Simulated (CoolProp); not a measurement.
Properties of R245fa at several states (Tc = 153.9 °C, pc = 3.651 MPa, ω = 0.378).

Values from CoolProp's reference Helmholtz-energy equation of state, Akasaka 2015.

```csv
T (°C),p (MPa),phase,cp (kJ/(kg K)),cv (kJ/(kg K)),expansivity (1/kK),conductivity (mW/(m K)),Prandtl number
19.65,4.12,liquid,1.293,0.9180,1.871,95.3,6.02
148.25,6,liquid,1.791,1.130,6.491,61.4,3.18
-56.35,0.0707,liquid,1.171,0.8126,1.503,…,12.5
156.55,0.0207,gas,…,1.024,2.343,27.9,0.664
88.85,4.33,liquid,1.478,…,2.953,76.2,…
```

**Question.** What belongs in the gaps?

**Answer.** 
- -56.35, conductivity (mW/(m K)): 119
- 156.55, cp (kJ/(kg K)): 1.087
- 88.85, cv (kJ/(kg K)): 1.026
- 88.85, Prandtl number: 4.01

Viscosity comes from a separate model (Bell 2016), an estimate that may be off by 10 % or more. Thermal conductivity comes from a separate model (Huber 2003), an estimate that may be off by 10 % or more.
